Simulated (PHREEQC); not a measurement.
Consider water at 25 °C with 0.67 mol NH3, 0.0014 mol H4SiO4 and 0.00055 mol K3PO4 per kg of water. Closed to the air; pH follows from the charge balance.

The numbers come from PHREEQC with the ion-association model, phreeqc.dat.

```
quantity                   before    after
------------------------  -------  -------
pH                          11.48    11.34
ionic strength (mol/kgw)  0.00667  0.00401
NH4+ (mol/kgw)            0.00425  0.00283
H2SiO4-2 (mol/kgw)        3.52e-5  1.23e-5
H4SiO4 (mol/kgw)          2.75e-5  1.92e-5
SI of Quartz (SiO2)         -0.57    -0.73
```

**Question.** Name the change that produced these shifts.
(A) NH3 from 0.67 to 1.01 mol/kgw
(B) 0.46 mol/kgw HCl added
(C) diluted 2-fold with water
(D) temperature from 25 to 75 °C
(E) K3PO4 left out

**Answer.** C, diluted 2-fold with water

No solid was allowed to form.
